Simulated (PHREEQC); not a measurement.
A column of 0.2 m (30 cells, dispersivity 0.01 m, 3600 s a shift, diffusion coefficient 3e-10 m²/s) holds 0.049 eq of the database's cation exchanger X per kg of pore water, first in equilibrium with 0.0045 mol/kgw ZnCl2, 0.0004 mol/kgw PbCl2 and 1e-05 mol/kgw HCl. It is flushed with 0.037 mol LiCl, 0.00036 mol KCl and 1e-05 mol HCl per kg of water, at 15 °C. Values are for the last cell. No CO2 enters from the air. Nothing may precipitate in this run.

Equilibrium calculation in PHREEQC: ion-association model, phreeqc.dat.

```tsv
pore volumes	Li in solution (mol/kgw)	K in solution (mol/kgw)	Zn in solution (mol/kgw)	Pb in solution (mol/kgw)
0	0	0	0.00450	0.000400
0.5167	0.000173	3.33e-10	0.00471	[?]
1.183	0.0180	6.98e-6	0.00569	0.000635
1.683	0.0282	3.16e-5	0.00366	[?]
2.183	0.0317	6.26e-5	0.00244	0.000294
2.85	0.0335	0.000105	0.00166	0.000203
3.35	0.0342	0.000134	[?]	[?]
3.85	0.0346	0.000160	0.00114	0.000140
4.517	0.0350	0.000190	0.000945	0.000118
5.017	0.0353	0.000208	0.000841	0.000105
```

Fill in the missing entries.


- 0.5167, Pb in solution (mol/kgw): 0.000422
- 1.683, Pb in solution (mol/kgw): 0.000434
- 3.35, Zn in solution (mol/kgw): 0.00134
- 3.35, Pb in solution (mol/kgw): 0.000165

Species that the database lacks are ignored.
